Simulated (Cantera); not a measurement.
Input: 1 mol SiCl₄, 3.5 mol HCl, 220 mol H₂, held at 1177 °C and 315 Torr.

Cantera equilibrium calculation (NASA polynomials, part measured and part estimated; ideal gas, pure solids and liquids). Candidate condensed phases: Si; 19 gas species. The tables' values for SiCl₃ are old estimates; treat these amounts as uncertain. Equilibrium is a limit: real reactors are often held back by kinetics, nucleation or transport.

Q: What is the equilibrium state?

A: 
```
Property        Value
----------  ---------
x(H₂)           0.970
x(HCl)         0.0275
x(SiCl₂)      0.00240
x(SiCl₃)     0.000151
x(SiHCl₃)    0.000105
x(SiH₂Cl₂)    4.96e-5
x(SiCl₄)      3.46e-5
x(H)          1.44e-5
x(SiH₃Cl)     6.79e-6
n(Si(s))    0.381 mol
gas amount  225.4 mol
```
